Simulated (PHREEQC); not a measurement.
## Leach liquor: speciation

Make-up at 45 °C: 0.011 mol/kgw H2SO4 and 0.27 mol/kgw LiCl. Closed to the air; pH follows from the charge balance.

The numbers come from PHREEQC with the ion-association model, phreeqc.dat.

This is a speciation only: nothing precipitates in the calculation.

Problem. Predict the pH, specific conductance, activity of water.

Solution. pH 1.85; specific conductance 42900 µS/cm; activity of water 0.990.

Problem. In which forms is S present?

Solution. SO4-2 49 %, HSO4- 36 %, LiSO4- 14 % of the S.

Away from 25 °C the constants follow the database's enthalpies or fits; those with neither stay at their 25 °C values.
